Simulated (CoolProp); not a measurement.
Vapour-liquid equilibrium of acetone (1) + cyclohexane (2) at 188.35 °C; x and y are mole fractions of (1).

Computed with CoolProp (multi-fluid Helmholtz-energy mixture model, Lemmon 2006 and Zhou 2014; pair parameters Bell 2016).

```tsv
x	bubble pressure, mixture model (bar)	bubble pressure, Raoult's law (bar)	y, mixture model	y, Raoult's law
0.05	13.01	11.72	0.151	0.097
0.2	16.94	13.47	0.382	0.339
0.35	19.41	15.22	0.506	0.525
0.5	21.12	16.97	0.604	0.672
0.65	22.32	18.73	0.702	0.792
0.8	22.99	20.48	0.812	0.891
0.95	22.99	22.23	0.947	0.975
```

The largest gap from Raoult's law is +27.5 % in bubble pressure, at x = 0.35. y crosses x between x = 0.8 and 0.95: the model has an azeotrope there.

The pair parameters rest on a limited set of measurements; away from them the model extrapolates.
